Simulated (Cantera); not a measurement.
Cantera with NASA thermochemical tables; ideal gases at 1 bar, condensed phases pure. Values are per mole of reaction as written; species without (g) are pure solids or liquids, kept so even where they would boil at 1 bar.

CS₂(g) + 2 Si = S₂(g) + Si₂C(g)

| T (K) | ΔH° (kJ) | ΔS° (J/K) | ΔG° (kJ) | log10 K |
|---|---|---|---|---|
| 2475 | (withheld) | (withheld) | (withheld) | (withheld) |
| 2525 | 412.6 | 105.5 | 146.2 | -3.03 |
| 2575 | 412.0 | 105.3 | 141.0 | -2.86 |
| 2625 | (withheld) | (withheld) | (withheld) | (withheld) |
| 2675 | 410.8 | 104.8 | 130.5 | -2.55 |
| 2725 | 410.2 | 104.6 | 125.2 | -2.40 |
| 2775 | 409.7 | 104.4 | 120.0 | -2.26 |

Task: Complete the blanks.

Result: 
- 2475, ΔH° (kJ): 413.3
- 2475, ΔS° (J/K): 105.8
- 2475, ΔG° (kJ): 151.5
- 2475, log10 K: -3.20
- 2625, ΔH° (kJ): 411.4
- 2625, ΔS° (J/K): 105.0
- 2625, ΔG° (kJ): 135.7
- 2625, log10 K: -2.70
